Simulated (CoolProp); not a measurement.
A simple Rankine cycle with C3F8 (R218): condensing at 290.15 K, boiler at 1.73 MPa, turbine inlet 328.1 K, turbine efficiency 0.75, pump efficiency 0.6, no recuperator. Each further row changes one setting.

Model: reference Helmholtz-energy equation of state, Lemmon 2006, in CoolProp. It is a short technical equation, of lower accuracy than the large ones.

```
case                             thermal efficiency (%)  net work (kJ/kg)  heat in (kJ/kg)  turbine exit temperature (K)  volume ratio over the turbine
-------------------------------  ----------------------  ----------------  ---------------  ----------------------------  -----------------------------
as stated                                           5.8              5.76             98.6                         303.4                           3.13
turbine inlet 348.1 K                               5.8              7.03              121                         327.5                           2.82
condensing temperature 282.15 K                     7.1                 ?              107                         298.9                           4.04
boiler pressure 1.21 MPa                            3.9                 ?              108                         316.1                           1.87
turbine efficiency 0.65                             4.9              4.82             98.6                             ?                           3.15
```

Question: What belongs in the gaps?

Answer: 
- condensing temperature 282.15 K, net work (kJ/kg): 7.59
- boiler pressure 1.21 MPa, net work (kJ/kg): 4.23
- turbine efficiency 0.65, turbine exit temperature (K): 304.4
